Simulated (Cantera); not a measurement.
Cantera run:

```python
import numpy as np
import cantera as ct

gas_names = """
    C CH CH2 CH3 CH2OH CH3O CH4 CH3OH CO CO2 COOH C2 C2H CHCO,ketyl C2H2,acetylene C2H2,vinylidene
    CH2CO,ketene C2H3,vinyl CH3CO,acetyl C2H4 C2H4O,ethylen CH3CHO,ethanal CH3COOH (HCOOH)2 C2H5 C2H6
    CH3OCH3 C2H5OH C2O C3 C3H3,propargyl C3H4,allene C3H4,propyne C3H4,cyclo- C3H5,allyl C3H6,propylene
    C3H6,cyclo- C3H6O C3H7,n-propyl C3H7,i-propyl C3H8 C3H8O,1propanol C3H8O,2propanol C3O2 C4 C4H2
    C4H4,1,3-cyclo- C4H6,butadiene C4H6,2-butyne C4H6,cyclo- C4H8,1-butene C4H8,cis2-buten
    C4H8,tr2-butene C4H8,isobutene C4H8,cyclo- (CH3COOH)2 C4H9,n-butyl C4H9,i-butyl C4H9,s-butyl
    C4H9,t-butyl C4H10,isobutane C4H10,n-butane C5 C5H6,1,3cyclo- C5H8,cyclo- C5H10,1-pentene
    C5H10,cyclo- C5H11,pentyl C5H11,t-pentyl C5H12,n-pentane C5H12,i-pentane CH3C(CH3)2CH3 C6H2
    C6H5,phenyl C6H5O,phenoxy C6H6 C6H5OH,phenol C6H10,cyclo- C6H12,1-hexene C6H12,cyclo- C6H13,n-hexyl
    C7H7,benzyl C7H8 C7H8O,cresol C7H14,1-heptene C7H15,n-heptyl C7H16,n-heptane C8H8,styrene
    C8H10,ethylbenz C8H16,1-octene C8H17,n-octyl C8H18,isooctane C8H18,n-octane C9H19,n-nonyl
    C10H8,naphthale C10H21,n-decyl C12H9,o-bipheny C12H10,bipheny Ca CaO CaOH CaO2H2 Ca2 H HCO HO2 H2
    HCHO,formaldehy HCOOH H2O H2O2 O OH O2 O3
""".split()
cond_names = """
    C(gr) C6H6(L) C7H8(L) C8H18(L),n-octa Ca(a) Ca(b) Ca(L) CaCO3(caL) CaO(s) CaO(L) CaO2H2(s) H2O(s)
    H2O(L)
""".split()


def load(file, names, dense=False):
    # The tables refer to 1 bar. Condensed volumes are neglected.
    table = {s.name: s for s in ct.Species.list_from_file(file)}
    out = []
    for n in names:
        d = dict(table[n].input_data)
        d["thermo"] = dict(d["thermo"], **{"reference-pressure": 1e5})
        if dense:
            d["equation-of-state"] = {"model": "constant-volume", "density": "1e6 g/cm^3"}
        out.append(ct.Species.from_dict(d))
    return out


gas = ct.Solution(thermo="ideal-gas", species=load("nasa_gas.yaml", gas_names))
cond = {s.name: ct.Solution(thermo="fixed-stoichiometry", species=[s], name=s.name)
        for s in load("nasa_condensed.yaml", cond_names, dense=True)}
atoms = {
    'CaCO3': {'Ca': 1, 'C': 1, 'O': 3},
    'H2O': {'H': 2, 'O': 1},
    'O2': {'O': 2},
}
top_T = {'C(gr)': 4500}  # K; cautious upper limits of use, not melting points


def equilibrate(T, P, feed):
    n = {}
    for name, mol in feed.items():
        for a, k in atoms[name].items():
            n[a] = n.get(a, 0.0) + k * mol
    gas.TPX = T, P, n
    mass = sum(n.values()) * gas.mean_molecular_weight
    gas.equilibrate("TP")
    valid = [c for c in cond.values() if c.min_temp <= T <= top_T.get(c.name, c.max_temp)]
    mix = ct.Mixture([(gas, mass / gas.mean_molecular_weight)] + [(c, 0.0) for c in valid])
    mix.T, mix.P = T, P
    mix.equilibrate("TP", solver="vcs", rtol=1e-11, max_steps=5000)
    return mix


results = []
feed = {'CaCO3': 1, 'H2O': 2.4, 'O2': 1.3}  # mol
T = 1373.15  # K
P = 1333.22  # Pa
mix = equilibrate(T, P, feed)
results.append((T, P, feed, dict(zip(mix.species_names, mix.species_moles))))
x = sorted(zip(gas.X, gas.species_names), reverse=True)
print(f"T = {T:g} K  P = {P:g} Pa  gas = {mix.phase_moles(0):.4g} mol")
print("   x: " + "  ".join(f"{s} {v:.3e}" for v, s in x if v > 0.0001))
print("   condensed (mol): " + ("  ".join(f"{mix.phase(i).name} {mix.phase_moles(i):.4g}"
      for i in range(1, mix.n_phases) if mix.phase_moles(i) > 1e-12) or "none"))
```

Result:

```
T = 1373.15 K  P = 1333.22 Pa  gas = 4.7 mol
   x: H2O 5.105e-01  O2 2.765e-01  CO2 2.128e-01  OH 1.668e-04
   condensed (mol): CaO(s) 1
```

These are equilibrium values from Cantera (NASA tables, ideal gas, pure condensed phases), not measurements of a reactor.
